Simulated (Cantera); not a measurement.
## Formation from one mole of Cl₂

Cantera with NASA thermochemical tables; ideal gases at 1 bar, condensed phases pure. Values are per mole of reaction as written; species without (g) are pure solids or liquids, kept so even where they would boil at 1 bar.

0.5 Si + Cl₂(g) ⇌ 0.5 SiCl₄(g)

| T (K) | ΔH° (kJ) | ΔS° (J/K) | ΔG° (kJ) | log10 K |
|---|---|---|---|---|
| 300 | -331.4 | -67.0 | -311.3 | 54.20 |
| 350 | -331.3 | -66.8 | -307.9 | 45.96 |
| 375 | -331.3 | -66.6 | -306.3 | 42.66 |
| 400 | -331.2 | -66.5 | -304.6 | 39.78 |
| 425 | -331.2 | -66.4 | -302.9 | 37.23 |
| 450 | -331.1 | -66.3 | -301.3 | 34.97 |
| 475 | -331.1 | -66.2 | -299.6 | 32.95 |
| 500 | -331.0 | -66.1 | -298.0 | 31.13 |
| 525 | -330.9 | -66.0 | -296.3 | 29.48 |

0.6667 Al + Cl₂(g) ⇌ 0.6667 AlCl₃

```csv
T (K),ΔH° (kJ),ΔS° (J/K),ΔG° (kJ),log10 K,condensed phases
300,-470.4,-169.0,-419.7,73.07,"Al(s), AlCl₃(s)"
350,-469.8,-167.3,-411.3,61.38,"Al(s), AlCl₃(s)"
375,-469.5,-166.4,-407.1,56.71,"Al(s), AlCl₃(s)"
400,-469.2,-165.5,-403.0,52.62,"Al(s), AlCl₃(s)"
425,-468.8,-164.6,-398.8,49.02,"Al(s), AlCl₃(s)"
450,-468.4,-163.7,-394.7,45.82,"Al(s), AlCl₃(s)"
475,-444.3,-111.9,-391.1,43.01,"Al(s), AlCl₃(l)"
500,-443.6,-110.4,-388.4,40.57,"Al(s), AlCl₃(l)"
525,-442.8,-109.0,-385.6,38.37,"Al(s), AlCl₃(l)"
```

2 K + Cl₂(g) ⇌ 2 KCl(g)

```csv
T (K),ΔH° (kJ),ΔS° (J/K),ΔG° (kJ),log10 K,condensed phases
300,-429.4,125.6,-467.1,81.33,K(s)
350,-435.2,108.3,-473.1,70.61,K(l)
375,-435.8,106.5,-475.8,66.27,K(l)
400,-436.4,105.0,-478.4,62.48,K(l)
425,-437.1,103.5,-481.0,59.12,K(l)
450,-437.6,102.1,-483.6,56.13,K(l)
475,-438.2,100.9,-486.1,53.46,K(l)
500,-438.8,99.7,-488.7,51.05,K(l)
525,-439.4,98.6,-491.1,48.86,K(l)
```

0.6667 Al + Cl₂(g) ⇌ 0.3333 Al₂Cl₆(g)

```json
[
 {"T (K)": "300", "ΔH° (kJ)": "-431.9", "ΔS° (J/K)": "-83.6", "ΔG° (kJ)": "-406.8", "log10 K": "70.84"},
 {"T (K)": "350", "ΔH° (kJ)": "-431.8", "ΔS° (J/K)": "-83.1", "ΔG° (kJ)": "-402.7", "log10 K": "60.09"},
 {"T (K)": "375", "ΔH° (kJ)": "-431.7", "ΔS° (J/K)": "-82.9", "ΔG° (kJ)": "-400.6", "log10 K": "55.80"},
 {"T (K)": "400", "ΔH° (kJ)": "-431.6", "ΔS° (J/K)": "-82.7", "ΔG° (kJ)": "-398.5", "log10 K": "52.04"},
 {"T (K)": "425", "ΔH° (kJ)": "-431.5", "ΔS° (J/K)": "-82.4", "ΔG° (kJ)": "-396.5", "log10 K": "48.73"},
 {"T (K)": "450", "ΔH° (kJ)": "-431.4", "ΔS° (J/K)": "-82.2", "ΔG° (kJ)": "-394.4", "log10 K": "45.78"},
 {"T (K)": "475", "ΔH° (kJ)": "-431.3", "ΔS° (J/K)": "-82.0", "ΔG° (kJ)": "-392.4", "log10 K": "43.15"},
 {"T (K)": "500", "ΔH° (kJ)": "-431.2", "ΔS° (J/K)": "-81.9", "ΔG° (kJ)": "-390.3", "log10 K": "40.77"},
 {"T (K)": "525", "ΔH° (kJ)": "-431.1", "ΔS° (J/K)": "-81.7", "ΔG° (kJ)": "-388.3", "log10 K": "38.63"}
]
```
